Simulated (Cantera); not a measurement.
## Stirred combustor or abatement burner

A perfectly stirred reactor is fed with CH4 : C2H6 : O2 : N2 = 1 : 0.85 : 5.35 : 53.5 (molar parts), at 1.38 atm; it is adiabatic with a 600 K inlet, and is followed from long to short residence time, starting on the burning branch (τ in s: 0.081, 0.044, 0.024, 0.013, 0.007, 0.0038, 0.002, 0.0011, 0.0006, 0.00033, 0.00018, 9.6e-05).

Cantera simulation using GRI-Mech 3.0 (53 species, 325 reactions); the numbers are that mechanism's predictions, not measurements.

```csv
τ (s),T (K),x CH4,x C2H6,x O2,x H,x H2
0.081,1538,8.34e-6,1.70e-6,0.00678,8.61e-5,0.000465
0.044,1532,1.27e-5,2.54e-6,0.00707,0.000139,0.000638
0.024,1525,1.97e-5,3.81e-6,0.00746,0.000218,0.000856
0.013,1515,3.15e-5,5.84e-6,0.00800,0.000328,0.00113
0.0070,1502,5.24e-5,9.23e-6,0.00875,0.000472,0.00145
0.0038,1484,9.18e-5,1.53e-5,0.00984,0.000631,0.00183
0.0020,1453,0.000195,3.02e-5,0.0119,0.000737,0.00234
0.0011,600,0.0165,0.0140,0.0881,<1e-12,<1e-12
0.00060,600,0.0165,0.0140,0.0881,<1e-12,<1e-12
0.00033,600,0.0165,0.0140,0.0881,<1e-12,<1e-12
0.00018,600,0.0165,0.0140,0.0881,<1e-12,<1e-12
9.6e-5,600,0.0165,0.0140,0.0881,<1e-12,<1e-12
```
x: mole fraction; the columns are a selection and need not sum to one.
